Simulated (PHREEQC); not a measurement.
A solution holds 0.02 mol/kgw Cu(NO3)2, 0.00016 mol/kgw H2SO4 and 0.013 mol/kgw Na2SO4, at 25 °C. Closed to the air; pH follows from the charge balance.

Model: ion-association model, phreeqc.dat, run in PHREEQC.

```json
{
  "pH": "3.70",
  "ionic_strength": "0.0809 mol/kgw",
  "specific_conductance": "5760 µS/cm",
  "density": "1.002 g/cm³",
  "total_alkalinity": "-0.320 meq/kg"
}
```

```json
[
 {"species": "NO3-", "molality": "0.0400", "activity": "0.0308", "log γ": "-0.113"},
 {"species": "Na+", "molality": "0.0256", "activity": "0.0204", "log γ": "-0.098"},
 {"species": "Cu+2", "molality": "0.0156", "activity": "0.00663", "log γ": "-0.372"},
 {"species": "SO4-2", "molality": "0.00827", "activity": "0.00330", "log γ": "-0.399"},
 {"species": "CuSO4", "molality": "0.00439", "activity": "0.00447", "log γ": "0.008"},
 {"species": "NaSO4-", "molality": "0.000421", "activity": "0.000337", "log γ": "-0.096"}
]
```

This is a speciation only: nothing precipitates in the calculation.
